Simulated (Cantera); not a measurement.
Cantera run, input and output.

```python
import numpy as np
import cantera as ct

gas = ct.Solution("h2o2.yaml")
gas.TPX = 1100, 2666, {'H2': 0.021, 'O2': 1, 'N2': 1.5}
reactor = ct.IdealGasConstPressureReactor(gas, energy="off", clone=False)
net = ct.ReactorNet([reactor])
net.rtol, net.atol = 1e-08, 1e-18
show = ['H2', 'O2', 'OH', 'H2O', 'O', 'HO2']
times = np.geomspace(4e-05, 50, 10)

steps = ct.SolutionArray(gas, extra=["t"])
rows = []
print(f"{'t/s':>10s}{'T/K':>9s}{'P/Pa':>11s}" + "".join(f"{s:>11s}" for s in show))
for t in times:
    while net.time < t:
        t_next = net.step()
        steps.append(gas.state, t=t_next)
    rows.append([np.interp(t, steps.t, y) for y in (steps.T, steps.P, *steps(*show).X.T)])
    print(f"{t:10.3e}{rows[-1][0]:9.1f}{rows[-1][1]:11.4g}" + "".join(f"{x:11.3e}" for x in rows[-1][2:]))
rate = np.gradient(steps.T, steps.t)
print("integrator steps:", len(steps.t))
if steps.T.max() > steps.T[0] + 200:
    print(f"time of steepest temperature rise: {steps.t[rate.argmax()]:.4e} s")
gas.TPX = 1100, 2666, {'H2': 0.021, 'O2': 1, 'N2': 1.5}
gas.equilibrate("TP")
print(f"equilibrium (TP): T = {gas.T:.1f} K  " + "  ".join(f"{s} {gas[s].X[0]:.3e}" for s in show))
```

Result:

```
       t/s      T/K       P/Pa         H2         O2         OH        H2O          O        HO2
 4.000e-05   1100.0       2666  8.330e-03  3.967e-01  5.870e-12  3.513e-13  6.074e-12  3.083e-11
 1.903e-04   1100.0       2666  8.330e-03  3.967e-01  7.943e-11  2.500e-11  9.296e-11  1.475e-10
 9.056e-04   1100.0       2666  8.330e-03  3.967e-01  1.030e-09  1.400e-09  1.597e-09  7.201e-10
 4.309e-03   1100.0       2666  8.327e-03  3.967e-01  1.157e-06  2.450e-06  1.934e-06  3.607e-08
 2.050e-02   1100.0       2666  6.572e-05  3.910e-01  3.924e-04  7.830e-03  4.259e-03  1.827e-06
 9.755e-02   1100.0       2666  1.404e-05  3.934e-01  1.824e-04  8.227e-03  1.000e-03  9.724e-07
 4.642e-01   1100.0       2666  1.063e-06  3.941e-01  5.153e-05  8.337e-03  7.981e-05  2.313e-07
 2.209e+00   1100.0       2666  6.657e-08  3.941e-01  1.345e-05  8.358e-03  5.350e-06  2.957e-08
 1.051e+01   1100.0       2666  6.293e-09  3.941e-01  4.262e-06  8.363e-03  5.351e-07  3.761e-09
 5.000e+01   1100.0       2666  8.943e-10  3.941e-01  1.632e-06  8.364e-03  7.858e-08  8.184e-10
integrator steps: 1770
equilibrium (TP): T = 1100.0 K  H2 1.082e-10  O2 3.941e-01  OH 5.714e-07  H2O 8.365e-03  O 9.658e-09  HO2 7.472e-10
```

Cantera simulation using the H2/O2 subset of GRI-Mech 3.0, which has no nitrogen chemistry; the numbers are that mechanism's predictions, not measurements. Radical loss at walls, strong at low pressure, is not modelled.
